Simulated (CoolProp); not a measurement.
The numbers come from the reference Helmholtz-energy equation of state, McLinden 2020 in CoolProp.

For R1336mzz(Z), give the phase and the density (kg/m³), cv (kJ/(kg K)), speed of sound (m/s), Joule-Thomson coefficient (K/MPa) at 243.5 K and 149 bar; 299.1 K and 149 bar; 336.1 K and 149 bar.


- 243.5 K and 149 bar: liquid; density 1530, cv 0.810, speed of sound 903, Joule-Thomson coefficient -0.397
- 299.1 K and 149 bar: liquid; density 1410, cv 0.906, speed of sound 720, Joule-Thomson coefficient -0.317
- 336.1 K and 149 bar: liquid; density 1320, cv 0.959, speed of sound 614, Joule-Thomson coefficient -0.252
